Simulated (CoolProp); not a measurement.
Vapour-liquid equilibrium of R22 (1) + R152A (2) at 58.55 °C; x and y are mole fractions of (1).

The numbers come from the multi-fluid Helmholtz-energy mixture model, Kamei 1995 and Outcalt 1996; pair parameters Bell 2016 in CoolProp.

```tsv
x	bubble pressure (kPa)	y at the bubble point	dew pressure at overall composition x (kPa)	liquid density (mol/L)
0.05	1482	0.065	1475	12.18
0.15	1548	0.189	1527	12.19
0.25	1619	0.307	1584	12.20
0.35	1695	0.420	1647	12.20
0.45	1776	0.527	1717	12.20
0.55	1864	0.628	1796	12.20
0.65	1960	0.722	1886	12.18
0.75	2062	0.810	1990	12.15
0.85	2173	0.891	2114	12.11
0.95	2290	0.966	2264	12.05
```

No azeotrope shows between x = 0.05 and 0.95.

Pair parameters are fitted to limited data, so mixtures are less certain than the pure fluids.
